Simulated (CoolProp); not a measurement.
The fluid at 415.17 K and 12.9 MPa expands adiabatically to 1.33 MPa with isentropic efficiency 1. The same conditions are run with several fluids, on thermodynamics alone (safety and materials aside).

Computed with CoolProp (reference Helmholtz-energy equation of state of each fluid (R13: Platzer 1990; nitrogen: Span 2000; sulfur hexafluoride: Guder 2009; R410A: Lemmon 2003; methane: Setzmann 1991)). The equations of Platzer and Polt are older, rougher fits. Blends and air are pseudo-pure fits.

```json
[
 {"fluid": "R13", "work (kJ/kg)": "47.8", "final temperature (K)": "291.1", "final phase": "gas", "final density (kg/m³)": "67.2"},
 {"fluid": "nitrogen", "work (kJ/kg)": "206", "final temperature (K)": "___", "final phase": "gas", "final density (kg/m³)": "21.4"},
 {"fluid": "sulfur hexafluoride", "work (kJ/kg)": "34.8", "final temperature (K)": "320.6", "final phase": "gas", "final density (kg/m³)": "83.5"},
 {"fluid": "R410A", "work (kJ/kg)": "___", "final temperature (K)": "290.2", "final phase": "two-phase, vapour fraction 0.893", "final density (kg/m³)": "57.9"},
 {"fluid": "methane", "work (kJ/kg)": "___", "final temperature (K)": "240.8", "final phase": "gas", "final density (kg/m³)": "___"}
]
```

Q: What belongs in the gaps?

A: 
- nitrogen, final temperature (K): 213.9
- R410A, work (kJ/kg): 51.5
- methane, work (kJ/kg): 362
- methane, final density (kg/m³): 11.2
